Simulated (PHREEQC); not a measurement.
## Brackish or sea water (model solution)

Model water analysis in mg/kgw, 25 °C, pH 6.31:

| constituent | mg/kgw |
|---|---|
| Na | 2050 |
| K | 3580 |
| Ca | 28.5 |
| Mg | 77.1 |
| Cl | 3450 |
| S(6) as SO4 | 32.9 |
| Alkalinity as HCO3 | 3.48 |
| Sr | 209 |
| B | 22 |
| Br | 329 |

Valence states are taken as typed.

Model: Pitzer model, pitzer.dat, run in PHREEQC.

This is a speciation only: nothing precipitates in the calculation.

Question: Predict the specific conductance, density.

Answer: specific conductance 15800 µS/cm; density 1.004 g/cm³.

Question: In which forms is C present?

Answer: HCO3- 54 %, CO2 46 % of the C.
